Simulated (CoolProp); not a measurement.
Vapour-liquid equilibrium of CH2F2 (R32) (1) + R1234ze(E) (2) at 0.0211 MPa; x and y are mole fractions of (1).

Values from CoolProp's multi-fluid Helmholtz-energy mixture model, Tillner-Roth 1997 and Thol 2016; pair parameters Bell 2023.

### Question
Give the bubble temperature and the first vapour's composition at x = 0.15, 0.25, 0.95. Is there an azeotrope?

### Answer
x = 0.15: 211.8 K, y = 0.581; x = 0.25: 207.5 K, y = 0.720; x = 0.95: 195.5 K, y = 0.988. No azeotrope shows between x = 0.05 and 0.95.

Pair parameters are fitted to limited data, so mixtures are less certain than the pure fluids.
